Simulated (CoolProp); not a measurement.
Vapour-liquid equilibrium of propane (1) + R236FA (2) at 785 kPa; x and y are mole fractions of (1).

Computed with CoolProp (multi-fluid Helmholtz-energy mixture model, Lemmon 2009 and Pan 2012; pair parameters Bell 2016).

Task: Give the bubble temperature and the first vapour's composition at x = 0.25, 0.65, 0.75. Is there an azeotrope?

Result: x = 0.25: 29.7 °C, y = 0.631; x = 0.65: 19.3 °C, y = 0.799; x = 0.75: 18.2 °C, y = 0.830. y crosses x between x = 0.85 and 0.95: the model has an azeotrope there.

The pair parameters rest on a limited set of measurements; away from them the model extrapolates. With so large a gap from Raoult's law the liquid may split in two, which this calculation doesn't test in full.
